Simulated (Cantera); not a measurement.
A perfectly stirred reactor is fed with H2 : O2 : N2 = 0.38 : 1 : 3.3 (molar parts), equivalence ratio 0.19, at 0.133 bar; it is held at 1000 K, and followed from long to short residence time.

Model: the H2/O2 subset of GRI-Mech 3.0, which has no nitrogen chemistry, integrated in Cantera. Radical loss at walls, strong at low pressure, is not modelled. The temperature is held fixed by assumption; the heat of reaction is taken as removed at once.

### Question
What does this change do: pressure from 0.133 bar to 1.00 bar?

### Answer
```
quantity                  before     after
----------------------  --------  --------
x(H2) at τ = 0.440 s    0.000794   0.00702
x(O2) at τ = 0.440 s       0.181     0.183
x(H) at τ = 0.440 s      2.19e-5   4.61e-7
x(HO2) at τ = 0.440 s    9.40e-6   4.54e-5
x(H2O2) at τ = 0.440 s   7.45e-7  0.000143
x(H2) at τ = 4.70 ms     0.00907    0.0302
x(O2) at τ = 4.70 ms       0.183     0.193
x(H) at τ = 4.70 ms      0.00178   2.65e-5
x(HO2) at τ = 4.70 ms    2.26e-5  0.000131
x(H2O2) at τ = 4.70 ms   1.40e-6  0.000125
```
